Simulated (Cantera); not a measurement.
A Cantera script and its output.

```python
import numpy as np
import cantera as ct

gas = ct.Solution("gri30.yaml")


def delay(T, t_max=10):
    gas.TPX = T, 100000, {'CH4': 1, 'O2': 1.18, 'N2': 4.42}
    reactor = ct.IdealGasReactor(gas, clone=False)
    net = ct.ReactorNet([reactor])
    net.rtol, net.atol = 1e-8, 1e-16
    while net.time < t_max:
        t_old, T_old = net.time, reactor.T
        net.step()
        if reactor.T > T + 400:  # ignition: a rise of 400 K
            return t_old + (T + 400 - T_old) / (reactor.T - T_old) * (net.time - t_old)
    return np.nan


taus = []
for T in [1173, 1273, 1373, 1473, 1573, 1673]:
    taus.append(delay(T))
    print(f"T0 = {T:6g} K   tau = {taus[-1]:.4e} s")
```

Result:

```
T0 =   1173 K   tau = 8.5223e-02 s
T0 =   1273 K   tau = 2.0829e-02 s
T0 =   1373 K   tau = 5.7907e-03 s
T0 =   1473 K   tau = 1.8204e-03 s
T0 =   1573 K   tau = 6.5725e-04 s
T0 =   1673 K   tau = 2.7496e-04 s
```

Detailed kinetics in Cantera: GRI-Mech 3.0 (53 species, 325 reactions).
